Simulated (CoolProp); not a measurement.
R134a along the isobar 4.5 MPa: density (kg/m³) from the reference equation and from simpler models built on Tc = 374.2 K, pc = 4.059 MPa, ω = 0.327; each cubic takes its own stable root.

Values from CoolProp's reference Helmholtz-energy equation of state, Tillner-Roth 1994.

```json
[
 {"T (K)": "222.1", "phase": "liquid", "reference": "1458"},
 {"T (K)": "248", "phase": "liquid", "reference": "1386"},
 {"T (K)": "273.9", "phase": "liquid", "reference": "1308"},
 {"T (K)": "299.8", "phase": "liquid", "reference": "1222"},
 {"T (K)": "325.6", "phase": "liquid", "reference": "1122"},
 {"T (K)": "351.5", "phase": "liquid", "reference": "988.8"},
 {"T (K)": "377.4", "phase": "supercritical", "reference": "668.9"},
 {"T (K)": "403.3", "phase": "supercritical", "reference": "219.9"},
 {"T (K)": "429.1", "phase": "supercritical", "reference": "175.8"},
 {"T (K)": "455", "phase": "supercritical", "reference": "152.0"}
]
```

Q: How far does each simpler model (van der Waals, Soave-Redlich-Kwong) lie from the reference over these 10 states: mean and median of the absolute difference, and the worst?

A: 
- van der Waals: mean 28.9 %, median 39.9 %, worst -42.2 % at 222.1 K and 4.5 MPa
- Soave-Redlich-Kwong: mean 11.6 %, median 12.6 %, worst -24.3 % at 377.4 K and 4.5 MPa
